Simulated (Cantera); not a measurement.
Ignition delay

Mixture: CH4 : O2 : N2 = 1 : 1.18 : 4.42 (molar parts), at 5.30 bar, adiabatic and at constant volume. Ignition delay is the time to a rise of 400 K.

Model: GRI-Mech 3.0 (53 species, 325 reactions), integrated in Cantera.

```csv
T0 (K),delay (ms)
1300,3.37
1400,1.07
1500,0.373
1600,0.141
1700,0.0584
1800,0.0270
1900,0.0139
```

- apparent activation energy between 1700 and 1900 K: 190 kJ/mol
